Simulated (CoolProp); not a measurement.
The numbers come from the reference Helmholtz-energy equation of state, Schroeder 2014 in CoolProp.

Problem. For ethanol, give the phase and the Z, cp (kJ/(kg K)), cv (kJ/(kg K)), Joule-Thomson coefficient (K/MPa) at 585.2 K and 470 bar; 585.2 K and 509 bar.

Solution. 
- 585.2 K and 470 bar: supercritical; Z 0.823, cp 4.10, cv 2.98, Joule-Thomson coefficient 0.166
- 585.2 K and 509 bar: supercritical; Z 0.874, cp 4.06, cv 2.97, Joule-Thomson coefficient 0.123
